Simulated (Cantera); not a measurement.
Input: 1 mol Si3N4, 0.5 mol N2O, 340 mol H2, 0.0022 mol H2O, held at 12.0 Pa.

Cantera equilibrium calculation (NASA polynomials, part measured and part estimated; ideal gas, pure solids and liquids). Candidate condensed phases: H2O, Si, SiO2, Si2N2O, Si3N4; 35 gas species. The numbers say what is thermodynamically allowed, not how fast it happens. All values below are at 2023 K.

Base state: H2 0.828, H 0.158, N2 0.00666, Si 0.00661, SiO 0.00134, SiH 4.24e-5 (mole fractions); condensed: gas only.

What changes in the equilibrium state with this change: pressure from 12.0 Pa to 79.0 Pa?


```tsv
species	before	after
H2	0.828	0.920
H	0.158	0.0648
N2	0.00666	0.00700
Si	0.00661	0.00685
SiH2	1.39e-6	1.06e-5
SiH	4.24e-5	0.000119
SiO	0.00134	0.00141
```
Gases not in the tables: Si2H6 and higher silanes.
